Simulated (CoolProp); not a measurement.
Vapour pressure (kPa) of propylene: the reference equation beside estimates from Tc = 91.1 °C, pc = 4555 kPa, ω = 0.146. Clausius-Clapeyron is anchored at -90.85 °C with a constant enthalpy of vaporisation of 20.34 kJ/mol.

Computed with CoolProp (reference Helmholtz-energy equation of state, Lemmon 2013).

```json
[
 {"T (°C)": "-90.85", "reference": "8.235", "Lee-Kesler": "7.995", "Clausius-Clapeyron": "8.235", "Peng-Robinson": "8.668"},
 {"T (°C)": "-85.65", "reference": "11.96", "Lee-Kesler": "11.62", "Clausius-Clapeyron": "11.95", "Peng-Robinson": "12.47"},
 {"T (°C)": "-80.45", "reference": "16.96", "Lee-Kesler": "16.51", "Clausius-Clapeyron": "16.99", "Peng-Robinson": "17.56"},
 {"T (°C)": "-75.35", "reference": "23.42", "Lee-Kesler": "22.84", "Clausius-Clapeyron": "23.57", "Peng-Robinson": "24.09"},
 {"T (°C)": "-70.15", "reference": "31.92", "Lee-Kesler": "31.21", "Clausius-Clapeyron": "32.35", "Peng-Robinson": "32.65"},
 {"T (°C)": "-64.95", "reference": "42.74", "Lee-Kesler": "41.90", "Clausius-Clapeyron": "43.72", "Peng-Robinson": "43.52"},
 {"T (°C)": "-59.75", "reference": "56.31", "Lee-Kesler": "55.35", "Clausius-Clapeyron": "58.21", "Peng-Robinson": "57.10"},
 {"T (°C)": "-54.65", "reference": "72.74", "Lee-Kesler": "71.69", "Clausius-Clapeyron": "76.06", "Peng-Robinson": "73.50"},
 {"T (°C)": "-49.45", "reference": "93.16", "Lee-Kesler": "92.06", "Clausius-Clapeyron": "98.67", "Peng-Robinson": "93.85"},
 {"T (°C)": "-44.25", "reference": "117.8", "Lee-Kesler": "116.7", "Clausius-Clapeyron": "126.5", "Peng-Robinson": "118.4"},
 {"T (°C)": "-39.05", "reference": "147.2", "Lee-Kesler": "146.2", "Clausius-Clapeyron": "160.4", "Peng-Robinson": "147.6"},
 {"T (°C)": "-33.85", "reference": "182.0", "Lee-Kesler": "181.2", "Clausius-Clapeyron": "201.3", "Peng-Robinson": "182.2"},
 {"T (°C)": "-28.75", "reference": "222.0", "Lee-Kesler": "221.3", "Clausius-Clapeyron": "249.1", "Peng-Robinson": "221.9"},
 {"T (°C)": "-23.55", "reference": "269.2", "Lee-Kesler": "268.9", "Clausius-Clapeyron": "306.9", "Peng-Robinson": "268.9"},
 {"T (°C)": "-18.35", "reference": "323.7", "Lee-Kesler": "323.8", "Clausius-Clapeyron": "374.9", "Peng-Robinson": "323.1"}
]
```

Absolute difference from the reference over all 15 rows, mean and median: Lee-Kesler 1.5 and 1.4 %, Clausius-Clapeyron 5.8 and 4.6 %, Peng-Robinson 1.6 and 1.0 %.
